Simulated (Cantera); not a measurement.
Cantera run:

```python
import numpy as np
import cantera as ct

gas_names = """
    H HNO HNO2 HNO3 HO2 H2 H2O H2O2 N NH NH2 NH3 NH2OH NO NO2 NO3 N2 N2H2 N2H4 N2O O OH O2 O3 Si SiH
    SiH2 SiH3 SiH4 SiN SiO SiO2 Si2 Si2N Si3
""".split()
cond_names = """
    H2O(s) H2O(L) Si(cr) Si(L) SiO2(Lqz) SiO2(hqz) SiO2(L) Si2N2O(s) Si3N4(a)
""".split()


# ... load() reads the species with a 1 bar reference pressure and builds the phases ...
atoms = {
    'Si3N4': {'Si': 3, 'N': 4},
    'O2': {'O': 2},
    'H2': {'H': 2},
}
top_T = {'Si2N2O(s)': 2100, 'Si3N4(a)': 2400}  # K; cautious upper limits of use, not melting points


# ... equilibrate(T, P, feed) seeds the gas with the atoms and calls Mixture.equilibrate('TP', solver="vcs", rtol=1e-11, max_steps=5000) ...
results = []
feed = {'Si3N4': 1, 'O2': 0.0085, 'H2': 180}  # mol
P = 27  # Pa
for T in [1125, 1175, 1225, 1275, 1325, 1375, 1425, 1475, 1525, 1575]:
    mix = equilibrate(T, P, feed)
    results.append((T, P, feed, dict(zip(mix.species_names, mix.species_moles))))

top = {s: max(r[3][s] / sum(r[3][g] for g in gas_names) for r in results) for s in gas_names}
cols = sorted((s for s in top if top[s] > 0.0001), key=lambda s: -top[s])[:7]
seen = [c for c in cond_names if any(r[3].get(c, 0) > 1e-12 for r in results)]
print("log10 of partial pressures in bar; condensed amounts in mol")
print(f"{'T/K':>10s}" + "".join(f"{s[:9]:>10s}" for s in cols + seen))
for T, P, feed, n in results:
    ng = sum(n[g] for g in gas_names)
    print(f"{T:10.4g}" + "".join(f"{np.log10(max(n[s] / ng * P / 1e5, 1e-99)):10.3f}" for s in cols)
          + "".join(f"{n.get(c, 0):10.4g}" for c in seen))
```

Output:

```
log10 of partial pressures in bar; condensed amounts in mol
       T/K        H2        N2         H        Si    Si(cr) Si2N2O(s)  Si3N4(a)
      1125    -3.569    -8.071    -9.137   -13.523         0     0.017    0.9887
      1175    -3.569    -7.889    -8.696   -12.271  0.004392   0.01698    0.9872
      1225    -3.569    -7.215    -8.291   -11.461   0.05234   0.01685    0.9713
      1275    -3.569    -6.595    -7.917   -10.715    0.2454    0.0161    0.9072
      1325    -3.570    -6.022    -7.572   -10.025    0.9424   0.01237     0.676
      1375    -3.574    -5.528    -7.252    -9.387     2.983         0         0
      1425    -3.574    -5.528    -6.953    -8.793     2.982         0         0
      1475    -3.574    -5.528    -6.674    -8.240     2.979         0         0
      1525    -3.574    -5.528    -6.413    -7.724     2.969         0         0
      1575    -3.575    -5.528    -6.169    -7.241     2.942         0         0
```

These are equilibrium values from Cantera (NASA tables, ideal gas, pure condensed phases), not measurements of a reactor. Mutual solubility and eutectic melting of coexisting phases are not modelled.
